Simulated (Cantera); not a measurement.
Mixture: C2H4 : O2 : N2 : CO2 = 1 : 2 : 7.2 : 0.26 (molar parts), equivalence ratio 1.5, at 36.0 bar, adiabatic and at constant pressure. Ignition delay is the time to a rise of 400 K.

Model: GRI-Mech 3.0 (53 species, 325 reactions), integrated in Cantera. GRI-Mech 3.0 was tuned for natural gas; its chemistry of ethylene as a main component is partial and can be far from experiment. The pressure lies above the range GRI-Mech 3.0 was tuned for (to about 10 atm).

Task: Predict: delay at 1125 K; delay at 1225 K; delay at 1325 K; delay at 1425 K; apparent activation energy between 1375 and 1475 K.

Result: 
```
Item                                                    Result
--------------------------------------------------  ----------
delay at 1125 K                                        3.17 ms
delay at 1225 K                                       0.533 ms
delay at 1325 K                                        76.3 µs
delay at 1425 K                                        13.1 µs
apparent activation energy between 1375 and 1475 K  270 kJ/mol
```
